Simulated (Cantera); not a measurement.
A Cantera script and what it prints.

```python
import numpy as np
import cantera as ct

gas_names = """
    AL ALCL ALCL2 ALCL3 ALN AL2 AL2CL6 CL CL2 N N2
""".split()
cond_names = """
    AL(cr) AL(L) ALCL3(s) ALCL3(L) ALN(s)
""".split()


def load(file, names, dense=False):
    # The tables refer to 1 bar. Condensed volumes are neglected.
    table = {s.name: s for s in ct.Species.list_from_file(file)}
    out = []
    for n in names:
        d = dict(table[n].input_data)
        d["thermo"] = dict(d["thermo"], **{"reference-pressure": 1e5})
        if dense:
            d["equation-of-state"] = {"model": "constant-volume", "density": "1e6 g/cm^3"}
        out.append(ct.Species.from_dict(d))
    return out


gas = ct.Solution(thermo="ideal-gas", species=load("nasa_gas.yaml", gas_names))
cond = {s.name: ct.Solution(thermo="fixed-stoichiometry", species=[s], name=s.name)
        for s in load("nasa_condensed.yaml", cond_names, dense=True)}
atoms = {
    'AlCl3': {'AL': 1, 'CL': 3},
    'N2': {'N': 2},
}
top_T = {'ALN(s)': 2750}  # K; cautious upper limits of use, not melting points


def equilibrate(T, P, feed):
    n = {}
    for name, mol in feed.items():
        for a, k in atoms[name].items():
            n[a] = n.get(a, 0.0) + k * mol
    gas.TPX = T, P, n
    mass = sum(n.values()) * gas.mean_molecular_weight
    gas.equilibrate("TP")
    valid = [c for c in cond.values() if c.min_temp <= T <= top_T.get(c.name, c.max_temp)]
    mix = ct.Mixture([(gas, mass / gas.mean_molecular_weight)] + [(c, 0.0) for c in valid])
    mix.T, mix.P = T, P
    mix.equilibrate("TP", solver="vcs", rtol=1e-11, max_steps=5000)
    return mix


results = []
feed = {'AlCl3': 1, 'N2': 24}  # mol
P = 133.322  # Pa
for T in [1675, 1725, 1775, 1825, 1875, 1925, 1975, 2025, 2075]:
    mix = equilibrate(T, P, feed)
    results.append((T, P, feed, dict(zip(mix.species_names, mix.species_moles))))

top = {s: max(r[3][s] / sum(r[3][g] for g in gas_names) for r in results) for s in gas_names}
cols = sorted((s for s in top if top[s] > 1e-05), key=lambda s: -top[s])[:5]
seen = [c for c in cond_names if any(r[3].get(c, 0) > 1e-12 for r in results)]
print("log10 of partial pressures in bar; condensed amounts in mol")
print(f"{'T/K':>10s}" + "".join(f"{s[:9]:>10s}" for s in cols + seen))
for T, P, feed, n in results:
    ng = sum(n[g] for g in gas_names)
    print(f"{T:10.4g}" + "".join(f"{np.log10(max(n[s] / ng * P / 1e5, 1e-99)):10.3f}" for s in cols)
          + "".join(f"{n.get(c, 0):10.4g}" for c in seen))
```

It prints:

```
log10 of partial pressures in bar; condensed amounts in mol
       T/K        N2        CL     ALCL3      ALCL     ALCL2
      1675    -2.896    -5.013    -4.341    -5.626    -5.302
      1725    -2.898    -4.811    -4.382    -5.368    -5.162
      1775    -2.901    -4.627    -4.443    -5.135    -5.047
      1825    -2.904    -4.462    -4.534    -4.929    -4.961
      1875    -2.909    -4.322    -4.668    -4.751    -4.913
      1925    -2.913    -4.209    -4.859    -4.606    -4.912
      1975    -2.918    -4.127    -5.120    -4.497    -4.964
      2025    -2.921    -4.075    -5.447    -4.422    -5.068
      2075    -2.923    -4.044    -5.823    -4.376    -5.212
```

These are equilibrium values from Cantera (NASA tables, ideal gas, pure condensed phases), not measurements of a reactor. The tables' values for AlCl2 are old estimates; treat these amounts as uncertain.
